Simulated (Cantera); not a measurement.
# Pyrogenic steam for wet oxidation

An isothermal, constant-pressure homogeneous reactor starts with 29.4 % H₂, 41.4 % O₂, 29.0 % N₂, 0.120 % H₂O, at 848 K and 0.390 bar.

Computed with Cantera and the H2/O2 subset of GRI-Mech 3.0, which has no nitrogen chemistry. Below about 950 K walls govern HO2 and H2O2 in real vessels. The temperature is held fixed by assumption; the heat of reaction is taken as removed at once.

```
t (s)      x H₂   x O₂      x OH     x HO₂    x H₂O₂    x H₂O
--------  -----  -----  --------  --------  --------  -------
5.00e-5   0.294  0.414    <1e-12  2.65e-11    <1e-12  0.00120
0.000194  0.294  0.414    <1e-12  1.57e-10    <1e-12  0.00120
0.000753  0.294  0.414    <1e-12  7.26e-10  2.61e-12  0.00120
0.00292   0.294  0.414    <1e-12   3.00e-9  4.31e-11  0.00120
0.0113    0.294  0.414    <1e-12   1.28e-8  7.03e-10  0.00120
0.0441    0.294  0.414  1.66e-12   7.20e-8   1.36e-8  0.00120
0.171     0.294  0.414  2.54e-11   1.26e-6   7.65e-7  0.00120
0.664     0.294  0.414  5.80e-10   8.95e-6   7.33e-5  0.00134
2.58      0.281  0.409   1.10e-8   3.30e-5   0.00179   0.0158
10.0      0.198  0.381   1.19e-8   3.15e-5   0.00204    0.113
```
x: mole fraction; the columns are a selection and need not sum to one.

Equilibrium at this temperature and pressure: H₂ <1e-12, O₂ 0.313, OH 9.06e-9, HO₂ 1.05e-10, H₂O₂ 3.46e-11, H₂O 0.346 (gas phase only).
